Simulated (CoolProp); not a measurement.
Properties of C3F8 (R218) along the isobar 1.44 MPa (Tc = 345.0 K, pc = 2.640 MPa, ω = 0.317).

Model: reference Helmholtz-energy equation of state, Lemmon 2006, in CoolProp. It is a short technical equation, of lower accuracy than the large ones.

```csv
T (K),phase,speed of sound (m/s),viscosity (µPa s)
331.4,gas,93.17,15.1
340.5,gas,98.90,15.2
349.5,gas,103.7,15.5
358.6,gas,107.9,15.8
367.6,gas,111.6,16.1
376.7,gas,115.0,16.5
385.7,gas,118.2,16.8
394.8,gas,121.1,17.1
403.8,gas,123.9,17.5
412.9,gas,126.5,17.9
421.9,gas,128.9,18.2
431,gas,131.3,18.6
440,gas,133.6,18.9
```

Viscosity comes from a separate model (Huber 2003), an estimate that may be off by 10 % or more.
